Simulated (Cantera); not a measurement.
What does this Cantera script print?

```python
import numpy as np
import cantera as ct

gas = ct.Solution("gri30.yaml")
gas.TPX = 500, 320000, {'CH4': 1, 'CO': 0.14, 'O2': 2.52, 'N2': 9.49}
flame = ct.FreeFlame(gas, width=0.018)
flame.set_refine_criteria(ratio=3, slope=0.08, curve=0.16)
flame.transport_model = "mixture-averaged"
flame.solve(loglevel=0, auto=True)
z, T = flame.grid, flame.T
thick = (T[-1] - T[0]) / np.gradient(T, z).max()
show = ['CH4', 'CO', 'O2', 'C2H2', 'HCN', 'NO']
print(f"laminar burning velocity  {flame.velocity[0] * 100:.3f} cm/s")
print(f"burnt temperature         {T[-1]:.1f} K")
print(f"thermal thickness         {thick * 1e3:.4f} mm")
print(f"grid points               {len(z)}")
z0 = z[flame.heat_release_rate.argmax()]
print(f"{'z/mm':>9s}{'T/K':>9s}{'u/(m/s)':>9s}" + "".join(f"{s:>11s}" for s in show))
rows = []
for k in (-3, -2, -1.5, -1, -0.5, -0.25, 0, 0.25, 0.5, 1, 2, 4, 8):
    zz = z0 + k * thick
    rows.append([k * thick, np.interp(zz, z, T), np.interp(zz, z, flame.velocity),
                 *(np.interp(zz, z, flame.X[gas.species_index(s)]) for s in show)])
    print(f"{rows[-1][0] * 1e3:9.3f}{rows[-1][1]:9.1f}{rows[-1][2]:9.3f}" + "".join(f"{x:11.3e}" for x in rows[-1][3:]))
```

It prints:

```
laminar burning velocity  49.931 cm/s
burnt temperature         2183.4 K
thermal thickness         0.1707 mm
grid points               145
     z/mm      T/K  u/(m/s)        CH4         CO         O2       C2H2        HCN         NO
   -0.512    500.4    0.500  7.597e-02  1.065e-02  1.915e-01  1.917e-09  3.101e-11  2.826e-10
   -0.341    503.9    0.504  7.566e-02  1.068e-02  1.911e-01  2.377e-08  4.006e-10  2.775e-09
   -0.256    516.6    0.517  7.477e-02  1.085e-02  1.901e-01  1.398e-07  2.439e-09  1.395e-08
   -0.171    593.0    0.596  7.013e-02  1.210e-02  1.843e-01  1.216e-06  2.207e-08  1.172e-07
   -0.085    976.3    0.990  4.816e-02  2.008e-02  1.518e-01  1.074e-05  1.957e-07  1.552e-06
   -0.043   1358.7    1.383  2.583e-02  2.942e-02  1.150e-01  2.622e-05  4.519e-07  3.870e-06
    0.000   1731.6    1.765  5.236e-03  3.609e-02  7.336e-02  3.978e-05  8.307e-07  7.335e-06
    0.043   1893.2    1.921  2.288e-04  2.795e-02  5.174e-02  3.408e-06  5.435e-07  1.146e-05
    0.085   1962.7    1.981  5.228e-06  1.890e-02  4.487e-02  5.115e-08  1.531e-07  1.465e-05
    0.171   2043.2    2.051  5.232e-09  1.090e-02  4.023e-02  2.097e-11  1.162e-08  1.926e-05
    0.341   2114.7    2.114  8.624e-14  6.016e-03  3.725e-02  1.734e-16  2.029e-10  2.557e-05
    0.683   2160.0    2.154  1.516e-16  3.070e-03  3.561e-02  3.647e-20  2.098e-12  3.315e-05
    1.366   2179.2    2.170  1.116e-17  1.707e-03  3.497e-02  1.554e-21  3.314e-13  4.235e-05
```

Model: GRI-Mech 3.0 (53 species, 325 reactions), integrated in Cantera. Burning velocities carry a grid error of a few per cent, more on coarse grids.
